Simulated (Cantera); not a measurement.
Mixture: 2.34 % C3H8, 18.0 % O2, 66.8 % N2, 12.9 % H2O, at 9.87 atm, adiabatic and at constant volume. Ignition delay is the time to a rise of 400 K.

Cantera simulation using GRI-Mech 3.0 (53 species, 325 reactions); the numbers are that mechanism's predictions, not measurements. GRI-Mech 3.0 was tuned for natural gas; its chemistry of propane as a main component is partial and can be far from experiment.

Problem. Predict: delay at 1323 K; delay at 1523 K; delay at 1723 K; delay at 1923 K; apparent activation energy between 1823 and 2023 K.

Solution. 
```json
{
  "delay at 1323 K": "0.193 ms",
  "delay at 1523 K": "15.5 µs",
  "delay at 1723 K": "3.06 µs",
  "delay at 1923 K": "1.14 µs",
  "apparent activation energy between 1823 and 2023 K": "120 kJ/mol"
}
```
